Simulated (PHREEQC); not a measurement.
Solution (25 °C): 0.0014 mol/kgw MgCl2, 0.006 mol/kgw NaHCO3 and 3.3e-06 mol/kgw H4SiO4. Closed to the air; pH follows from the charge balance.

Model: ion-association model, wateq4f.dat, run in PHREEQC.

No solid was allowed to form.

### Question
Order these Mg species by the share of Mg that they hold, largest first: Mg+2, MgHCO3+, MgCO3.

### Answer
Mg+2 (94 %), MgHCO3+ (4.3 %), MgCO3 (2.0 %)

The pH is 8.14 and the ionic strength 0.0100 mol/kgw. The solution is supersaturated, for example in Magnesite (slow to form), so a real one may precipitate; this is no full list.
